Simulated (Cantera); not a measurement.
What does this Cantera script print?

```python
import numpy as np
import cantera as ct

gas_names = """
    C CN C2 CCN CNC C2N2 C3 C4 C4N2 C5 N N2 Si SiC SiC2 SiN Si2 Si2C Si2N Si3
""".split()
cond_names = """
    C(gr) Si(cr) Si(L) SiC(b) Si3N4(a)
""".split()


def load(file, names, dense=False):
    # The tables refer to 1 bar. Condensed volumes are neglected.
    table = {s.name: s for s in ct.Species.list_from_file(file)}
    out = []
    for n in names:
        d = dict(table[n].input_data)
        d["thermo"] = dict(d["thermo"], **{"reference-pressure": 1e5})
        if dense:
            d["equation-of-state"] = {"model": "constant-volume", "density": "1e6 g/cm^3"}
        out.append(ct.Species.from_dict(d))
    return out


gas = ct.Solution(thermo="ideal-gas", species=load("nasa_gas.yaml", gas_names))
cond = {s.name: ct.Solution(thermo="fixed-stoichiometry", species=[s], name=s.name)
        for s in load("nasa_condensed.yaml", cond_names, dense=True)}
atoms = {
    'SiC': {'Si': 1, 'C': 1},
    'N2': {'N': 2},
}
top_T = {'C(gr)': 4500, 'SiC(b)': 3050, 'Si3N4(a)': 2400}  # K; cautious upper limits of use, not melting points


def equilibrate(T, P, feed):
    n = {}
    for name, mol in feed.items():
        for a, k in atoms[name].items():
            n[a] = n.get(a, 0.0) + k * mol
    gas.TPX = T, P, n
    mass = sum(n.values()) * gas.mean_molecular_weight
    gas.equilibrate("TP")
    valid = [c for c in cond.values() if c.min_temp <= T <= top_T.get(c.name, c.max_temp)]
    mix = ct.Mixture([(gas, mass / gas.mean_molecular_weight)] + [(c, 0.0) for c in valid])
    mix.T, mix.P = T, P
    mix.equilibrate("TP", solver="vcs", rtol=1e-11, max_steps=5000)
    return mix


results = []
feed = {'SiC': 1, 'N2': 0.41}  # mol
T = 2325  # K
for P in [1, 7.2, 52, 370, 2700, 19000, 140000, 1000000]:
    mix = equilibrate(T, P, feed)
    results.append((T, P, feed, dict(zip(mix.species_names, mix.species_moles))))

top = {s: max(r[3][s] / sum(r[3][g] for g in gas_names) for r in results) for s in gas_names}
cols = sorted((s for s in top if top[s] > 0.001), key=lambda s: -top[s])[:8]
seen = [c for c in cond_names if any(r[3].get(c, 0) > 1e-12 for r in results)]
print("log10 of partial pressures in bar; condensed amounts in mol")
print(f"{'P/Pa':>10s}" + "".join(f"{s[:9]:>10s}" for s in cols + seen))
for T, P, feed, n in results:
    ng = sum(n[g] for g in gas_names)
    print(f"{P:10.4g}" + "".join(f"{np.log10(max(n[s] / ng * P / 1e5, 1e-99)):10.3f}" for s in cols)
          + "".join(f"{n.get(c, 0):10.4g}" for c in seen))
```

Result:

```
log10 of partial pressures in bar; condensed amounts in mol
      P/Pa        N2        Si      SiC2      Si2C        CN        C3         C       Si2     C(gr)    SiC(b)
         1    -5.541    -5.214    -6.037    -7.737    -7.437    -7.578    -7.903    -9.188    0.7185         0
       7.2    -4.675    -4.364    -5.187    -6.036    -7.004    -7.578    -7.903    -7.488    0.7267         0
        52    -3.526    -3.748    -4.571    -4.805    -6.430    -7.578    -7.903    -6.257    0.2318    0.6721
       370    -2.459    -3.748    -4.571    -4.805    -5.896    -7.578    -7.903    -6.257    0.0199    0.9717
      2700    -1.572    -3.748    -4.571    -4.805    -5.453    -7.578    -7.903    -6.257  0.002581    0.9963
   1.9e+04    -0.722    -3.748    -4.571    -4.805    -5.027    -7.578    -7.903    -6.257 0.0003522    0.9995
   1.4e+05     0.146    -3.748    -4.571    -4.805    -4.593    -7.578    -7.903    -6.257 3.203e-05    0.9999
     1e+06     1.000    -3.643    -4.677    -4.700    -4.272    -7.895    -8.008    -6.045         0         1
```

Cantera equilibrium calculation (NASA polynomials, part measured and part estimated; ideal gas, pure solids and liquids). The tables' values for SiN are old estimates; treat these amounts as uncertain.
